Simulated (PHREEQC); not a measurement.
A solution holds 7.7e-05 mol HF, 6.6e-05 mol NH4HF2 and 7.9e-07 mol H2SiF6 per kg of water, at 95 °C. Closed to the air; pH follows from the charge balance.

The numbers come from PHREEQC with the ion-association model, phreeqc.dat.

This is a speciation only: nothing precipitates in the calculation.

Predict the pH, ionic strength.

pH 4.11; ionic strength 0.000145 mol/kgw.

In which forms is F present?

F- 68 %, HF 32 % of the F.

Constants without temperature data keep their 25 °C values here. SiF6-2 is the database's only silicon fluoride.
